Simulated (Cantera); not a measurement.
Input (Python, Cantera) and output of one run.

```python
import numpy as np
import cantera as ct

gas_names = """
    Br Br2 H HBr H2 Si SiBr SiBr2 SiBr3 SiBr4 SiH SiHBr3 SiH2 SiH2Br2 SiH3 SiH3Br SiH4 Si2 Si3
""".split()
cond_names = """
    Br2(cr) Br2(L) Si(cr) Si(L)
""".split()


# ... load() reads the species with a 1 bar reference pressure and builds the phases ...
atoms = {
    'Si': {'Si': 1},
    'HBr': {'H': 1, 'Br': 1},
}
top_T = {}  # K; cautious upper limits of use, not melting points


# ... equilibrate(T, P, feed) seeds the gas with the atoms and calls Mixture.equilibrate('TP', solver="vcs", rtol=1e-11, max_steps=5000) ...
results = []
feed = {'Si': 1, 'HBr': 7.2}  # mol
T = 998.15  # K
P = 10000  # Pa
mix = equilibrate(T, P, feed)
results.append((T, P, feed, dict(zip(mix.species_names, mix.species_moles))))
print(gas.report(threshold=0.0001))
for i in range(1, mix.n_phases):
    print(f"{mix.phase(i).name:16s} {mix.phase_moles(i):12.5e} mol")
```

Result:

```
       temperature   998.15 K
          pressure   10000 Pa
           density   0.11867 kg/m^3
  mean mol. weight   98.488 kg/kmol
   phase of matter   gas

                          1 kg             1 kmol
                     ---------------   ---------------
          enthalpy       -5.7247e+05       -5.6382e+07  J
   internal energy       -6.5673e+05       -6.4681e+07  J
           entropy            2880.9        2.8373e+05  J/K
    Gibbs function        -3.448e+06       -3.3959e+08  J
 heat capacity c_p             443.1             43640  J/K
 heat capacity c_v            358.68             35326  J/K

                      mass frac. Y      mole frac. X     chem. pot. / RT
                     ---------------   ---------------   ---------------
               HBr           0.42438           0.51657           -33.057
                H2         0.0065939           0.32214           -20.936
             SiBr4           0.56774           0.16082           -106.06
            SiHBr3         0.0011004        0.00040317           -93.935
     [  +15 minor]        0.00017828        7.4935e-05

Br2(L)            0.00000e+00 mol
Si(cr)            0.00000e+00 mol
```

Equilibrium computed with Cantera from the NASA thermochemical tables; the gas is ideal and each condensed phase is pure. The tables' values for SiBr3 are old estimates; treat these amounts as uncertain.
